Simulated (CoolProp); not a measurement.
CHF3 (R23) along the isobar 0.454 MPa: fugacity coefficient from the reference equation and from simpler models built on Tc = 26.1 °C, pc = 4.832 MPa, ω = 0.263; each cubic takes its own stable root.

The numbers come from the reference Helmholtz-energy equation of state, Penoncello 2003 in CoolProp.

| T (°C) | phase | reference | Redlich-Kwong | Peng-Robinson |
|---|---|---|---|---|
| -128.95 | liquid | 0.005170 | 0.01439 | 0.005283 |
| -114.55 | liquid | 0.02163 | 0.05236 | 0.02186 |
| -100.05 | liquid | 0.06884 | 0.1457 | 0.06933 |
| -85.65 | liquid | 0.1757 | 0.3285 | 0.1770 |
| -71.15 | liquid | 0.3824 | 0.6383 | 0.3862 |
| -56.75 | liquid | 0.7270 | 0.9213 | 0.7361 |
| -42.35 | gas | 0.9152 | 0.9340 | 0.9240 |
| -27.85 | gas | 0.9323 | 0.9442 | 0.9360 |

At some of these states Redlich-Kwong gives the other phase, because its saturation line lies elsewhere.
